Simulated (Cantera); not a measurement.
A perfectly stirred reactor is fed with C₃H₈ : H₂ = 1 : 35 (molar parts), at 0.000493 atm; it is held at 1850 K, and followed from long to short residence time.

Model: GRI-Mech 3.0 (53 species, 325 reactions), integrated in Cantera. GRI-Mech 3.0 was tuned for natural gas; its chemistry of propane as a main component is partial and can be far from experiment. GRI-Mech 3.0 stops at C3 and has no aromatics, soot or wall deposition, so with more carbon than oxygen in the feed, carbon stays in small species such as C2H2 where larger ones or solid carbon would form. Radical loss at walls, strong at low pressure, is not modelled.

Problem. What does this change do: pressure from 0.000493 atm to 0.365 atm?

Solution. 
| quantity | before | after |
|---|---|---|
| x(C₃H₈) at τ = 0.670 s | 3.08e-5 | 2.67e-7 |
| x(H₂) at τ = 0.670 s | 0.943 | 0.957 |
| x(CH₄) at τ = 0.670 s | 0.0214 | 0.00614 |
| x(CH₂) at τ = 0.670 s | 1.28e-5 | 1.20e-7 |
| x(H) at τ = 0.670 s | 0.00595 | 0.000884 |
| x(C₃H₈) at τ = 52.0 ms | 0.000362 | 3.35e-6 |
| x(H₂) at τ = 52.0 ms | 0.935 | 0.952 |
| x(CH₄) at τ = 52.0 ms | 0.0321 | 0.0154 |
| x(CH₂) at τ = 52.0 ms | 2.25e-5 | 3.33e-7 |
| x(H) at τ = 52.0 ms | 0.00693 | 0.000942 |

Problem. What does this change do: pressure from 0.000493 atm to 0.0158 atm?

Solution. 
```json
[
 {"quantity": "x(C₃H₈) at τ = 0.670 s", "before": "3.08e-5", "after": "1.68e-6"},
 {"quantity": "x(H₂) at τ = 0.670 s", "before": "0.943", "after": "0.953"},
 {"quantity": "x(CH₄) at τ = 0.670 s", "before": "0.0214", "after": "0.00745"},
 {"quantity": "x(CH₂) at τ = 0.670 s", "before": "1.28e-5", "after": "2.45e-6"},
 {"quantity": "x(H) at τ = 0.670 s", "before": "0.00595", "after": "0.00380"},
 {"quantity": "x(C₃H₈) at τ = 52.0 ms", "before": "0.000362", "after": "2.12e-5"},
 {"quantity": "x(H₂) at τ = 52.0 ms", "before": "0.935", "after": "0.946"},
 {"quantity": "x(CH₄) at τ = 52.0 ms", "before": "0.0321", "after": "0.0195"},
 {"quantity": "x(CH₂) at τ = 52.0 ms", "before": "2.25e-5", "after": "6.08e-6"},
 {"quantity": "x(H) at τ = 52.0 ms", "before": "0.00693", "after": "0.00399"}
]
```
